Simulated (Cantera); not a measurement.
Cantera run:

```python
import numpy as np
import cantera as ct

gas_names = [...]  # 62 gases of nasa_gas.yaml made of F, H, N, O, S
cond_names = """
    H2O(s) H2O(L) H2SO4(L) S(cr1) S(cr2) S(L)
""".split()


# ... load() reads the species with a 1 bar reference pressure and builds the phases ...
atoms = {
    'NF3': {'N': 1, 'F': 3},
    'H2O': {'H': 2, 'O': 1},
    'N2': {'N': 2},
    'SO2': {'S': 1, 'O': 2},
}
top_T = {}  # K; cautious upper limits of use, not melting points


# ... equilibrate(T, P, feed) seeds the gas with the atoms and calls Mixture.equilibrate('TP', solver="vcs", rtol=1e-11, max_steps=5000) ...
results = []
feed = {'NF3': 1, 'H2O': 9.4, 'N2': 0.19, 'SO2': 0.097}  # mol
P = 101325  # Pa
for T in [1875, 1925, 1975, 2025, 2075, 2125, 2175, 2225, 2275]:
    mix = equilibrate(T, P, feed)
    results.append((T, P, feed, dict(zip(mix.species_names, mix.species_moles))))

top = {s: max(r[3][s] / sum(r[3][g] for g in gas_names) for r in results) for s in gas_names}
cols = sorted((s for s in top if top[s] > 0.0001), key=lambda s: -top[s])[:7]
seen = [c for c in cond_names if any(r[3].get(c, 0) > 1e-12 for r in results)]
print("log10 of partial pressures in bar; condensed amounts in mol")
print(f"{'T/K':>10s}" + "".join(f"{s[:9]:>10s}" for s in cols + seen))
for T, P, feed, n in results:
    ng = sum(n[g] for g in gas_names)
    print(f"{T:10.4g}" + "".join(f"{np.log10(max(n[s] / ng * P / 1e5, 1e-99)):10.3f}" for s in cols)
          + "".join(f"{n.get(c, 0):10.4g}" for c in seen))
```

Result:

```
log10 of partial pressures in bar; condensed amounts in mol
       T/K       H2O        HF        O2        N2        OH       SO2        H2
      1875    -0.193    -0.612    -1.220    -1.253    -2.704    -2.103    -3.560
      1925    -0.193    -0.612    -1.221    -1.254    -2.587    -2.103    -3.378
      1975    -0.193    -0.612    -1.222    -1.255    -2.476    -2.104    -3.205
      2025    -0.194    -0.613    -1.224    -1.255    -2.370    -2.104    -3.041
      2075    -0.195    -0.613    -1.226    -1.256    -2.270    -2.104    -2.885
      2125    -0.196    -0.613    -1.227    -1.257    -2.174    -2.105    -2.736
      2175    -0.198    -0.614    -1.229    -1.258    -2.084    -2.105    -2.595
      2225    -0.199    -0.614    -1.231    -1.260    -1.997    -2.106    -2.460
      2275    -0.202    -0.615    -1.232    -1.261    -1.915    -2.108    -2.331
```

These are equilibrium values from Cantera (NASA tables, ideal gas, pure condensed phases), not measurements of a reactor.
